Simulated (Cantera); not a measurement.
## Catalytic combustion on Pt

An isothermal plug-flow reactor at 700 K and 750 Torr (inlet), inlet velocity 0.73 m/s, active area per volume 8700 1/m; feed H₂ : O₂ : N₂ = 0.0026 : 0.076 : 0.79 (molar parts).

Detailed kinetics in Cantera: Deutschmann's 1995 Pt surface mechanism with GRI-Mech 3.0 gas chemistry. Catalytic surfaces can have several steady states; this one follows from the mechanism file's or the stated starting coverage. Mass transfer to the wall is taken as infinitely fast.

```csv
z (m),x H₂,x O₂,x H₂O,θ free Pt,θ O*,θ OH*
6.2e-05,0.00119,0.0867,0.00180,0.0267,0.972,0.00150
0.00011,0.000789,0.0865,0.00221,0.0194,0.979,0.00135
0.00019,0.000478,0.0863,0.00252,0.0143,0.984,0.00121
0.00035,0.000227,0.0862,0.00277,0.0108,0.988,0.00108
0.00062,8.31e-5,0.0862,0.00291,0.00911,0.990,0.00101
0.0011,1.70e-5,0.0861,0.00298,0.00842,0.991,0.000975
0.0019,1.35e-6,0.0861,0.00300,0.00826,0.991,0.000967
0.0035,8.87e-9,0.0861,0.00300,0.00825,0.991,0.000967
0.0062,1.84e-12,0.0861,0.00300,0.00825,0.991,0.000966
```
x: gas mole fraction; θ: surface coverage.
